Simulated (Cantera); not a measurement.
Input: 1 mol TEOS, 0.14 mol O₂, 14 mol H₂, 1.1 mol NO, at 2023.15 K and 113 Torr.

Method: chemical equilibrium by Gibbs-energy minimisation in Cantera with the NASA 1993 tables (ideal gas, pure condensed phases). Candidate condensed phases: C, C₆H₆, C₇H₈, C₈H₁₈, H₂O, Si, SiC, SiO₂, Si₂N₂O, Si₃N₄; 151 gas species. The feed counts by its element totals alone. Rates play no part.

Base state: H₂ 0.796, CO 0.178, N₂ 0.0173, H 0.00438, HCN 0.00190, SiO 0.00174, C₂H₂ (acetylene) 0.000712, HNC 0.000112 (mole fractions); condensed: C(graphite) + SiC(s).

Task: What changes in the equilibrium state with this change: NO from 1.1 to 6.3 mol?

Result: 
```
species             before    after
----------------  --------  -------
H₂                   0.796    0.640
CO                   0.178    0.222
N₂                  0.0173   0.0881
H₂O                2.27e-6   0.0291
SiO                0.00174   0.0151
C₂H₂ (acetylene)  0.000712    <1e-9
CO₂                1.08e-7  0.00216
CH₄                3.80e-5  1.92e-9
OH                 1.30e-9  1.86e-5
C(graphite), mol      1.62        0
SiC(s), mol          0.947        0
SiO₂(l), mol             0    0.461
```
The tables hold silica as quartz up to 1696 K and as liquid above; real silica turns to tridymite and cristobalite and melts near 1996 K.

Task: What changes in the equilibrium state with this change: temperature from 2023.15 K to 1698.15 K?

Result: 
```json
[
 {"species": "H₂", "before": "0.796", "after": "0.801"},
 {"species": "CO", "before": "0.178", "after": "0.179"},
 {"species": "N₂", "before": "0.0173", "after": "0.0181"},
 {"species": "H", "before": "0.00438", "after": "0.000335"},
 {"species": "HCN", "before": "0.00190", "after": "0.000437"},
 {"species": "SiO", "before": "0.00174", "after": "0.000728"},
 {"species": "Si", "before": "2.27e-5", "after": "6.45e-8"},
 {"species": "C₂H₂ (acetylene)", "before": "0.000712", "after": "5.78e-5"},
 {"species": "HNC", "before": "0.000112", "after": "1.30e-5"},
 {"species": "H₂O", "before": "2.27e-6", "after": "1.05e-5"},
 {"species": "C(graphite), mol", "before": "1.62", "after": "1.64"},
 {"species": "SiC(s), mol", "before": "0.947", "after": "0.978"}
]
```
